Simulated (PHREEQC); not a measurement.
0.04 g of hydrous ferric oxide (600 m²/g; 0.2 weak and 0.005 strong sites per Fe, Dzombak-Morel constants, diffuse double layer) in 1 kg of water with 0.3 mol/kgw of an inert sodium salt and 6.2e-06 mol PbCl2 and 1.9e-05 mol MnCl2, at 25 °C; the pH is set by adding NaOH or the inert anion's acid. No oxygen is let in. The system is closed to CO2. Precipitation was switched off in this run.

Model: ion-association model, wateq4f.dat, run in PHREEQC.

```tsv
pH	Pb sorbed (%)	Mn sorbed (%)	surface charge σ (C/m²)
4	9.4	0.0	0.349
4.5	[?]	0.0	0.319
5	35.7	0.0	0.271
6	69.3	0.0	0.159
6.5	92.3	0.1	0.112
7	[?]	0.8	0.074
7.5	99.8	5.3	[?]
8.5	100.0	59.3	0.002
9	100.0	86.2	-0.017
9.5	100.0	[?]	-0.041
10	100.0	99.3	-0.070
11	[?]	99.9	-0.131
11.5	[?]	99.9	[?]
12	30.7	99.8	-0.194
```

Question: Fill in the missing entries.

Answer: 
- 4.5, Pb sorbed (%): 26.3
- 7, Pb sorbed (%): 98.7
- 7.5, surface charge σ (C/m²): 0.042
- 9.5, Mn sorbed (%): 96.8
- 11, Pb sorbed (%): 99.5
- 11.5, Pb sorbed (%): 90.0
- 11.5, surface charge σ (C/m²): -0.156
